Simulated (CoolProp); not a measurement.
Values from CoolProp's reference Helmholtz-energy equation of state, Thol 2018.

Problem. For hydrogen chloride, give the phase and the density (kg/m³), cp (kJ/(kg K)), speed of sound (m/s), Joule-Thomson coefficient (K/MPa) at 310.4 K and 5040 kPa; 463.7 K and 5040 kPa; 514.7 K and 5040 kPa.

Solution. 
- 310.4 K and 5040 kPa: gas; density 107, cp 2.16, speed of sound 256, Joule-Thomson coefficient 12.3
- 463.7 K and 5040 kPa: gas; density 51.3, cp 0.913, speed of sound 375, Joule-Thomson coefficient 5.82
- 514.7 K and 5040 kPa: gas; density 45.1, cp 0.882, speed of sound 400, Joule-Thomson coefficient 4.84
